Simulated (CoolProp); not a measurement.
Vapour-liquid equilibrium of acetone (1) + cyclohexane (2) at 162.65 °C; x and y are mole fractions of (1).

The numbers come from the multi-fluid Helmholtz-energy mixture model, Lemmon 2006 and Zhou 2014; pair parameters Bell 2016 in CoolProp.

```json
[
 {"x": "0.05", "bubble pressure, mixture model (MPa)": "0.8458", "bubble pressure, Raoult's law (MPa)": "0.7442", "y, mixture model": "0.176", "y, Raoult's law": "0.098"},
 {"x": "0.15", "bubble pressure, mixture model (MPa)": "1.046", "bubble pressure, Raoult's law (MPa)": "0.8189", "y, mixture model": "0.362", "y, Raoult's law": "0.266"},
 {"x": "0.25", "bubble pressure, mixture model (MPa)": "1.180", "bubble pressure, Raoult's law (MPa)": "0.8936", "y, mixture model": "0.463", "y, Raoult's law": "0.407"},
 {"x": "0.35", "bubble pressure, mixture model (MPa)": "1.275", "bubble pressure, Raoult's law (MPa)": "0.9683", "y, mixture model": "0.535", "y, Raoult's law": "0.526"},
 {"x": "0.45", "bubble pressure, mixture model (MPa)": "1.346", "bubble pressure, Raoult's law (MPa)": "1.043", "y, mixture model": "0.594", "y, Raoult's law": "0.627"},
 {"x": "0.55", "bubble pressure, mixture model (MPa)": "1.402", "bubble pressure, Raoult's law (MPa)": "1.118", "y, mixture model": "0.650", "y, Raoult's law": "0.715"},
 {"x": "0.65", "bubble pressure, mixture model (MPa)": "1.443", "bubble pressure, Raoult's law (MPa)": "1.192", "y, mixture model": "0.708", "y, Raoult's law": "0.793"},
 {"x": "0.75", "bubble pressure, mixture model (MPa)": "1.471", "bubble pressure, Raoult's law (MPa)": "1.267", "y, mixture model": "0.773", "y, Raoult's law": "0.861"},
 {"x": "0.85", "bubble pressure, mixture model (MPa)": "1.482", "bubble pressure, Raoult's law (MPa)": "1.342", "y, mixture model": "0.850", "y, Raoult's law": "0.921"},
 {"x": "0.95", "bubble pressure, mixture model (MPa)": "1.470", "bubble pressure, Raoult's law (MPa)": "1.416", "y, mixture model": "0.944", "y, Raoult's law": "0.975"}
]
```

The largest gap from Raoult's law is +32.1 % in bubble pressure, at x = 0.25. y crosses x between x = 0.85 and 0.95: the model has an azeotrope there.

Pair parameters are fitted to limited data, so mixtures are less certain than the pure fluids.
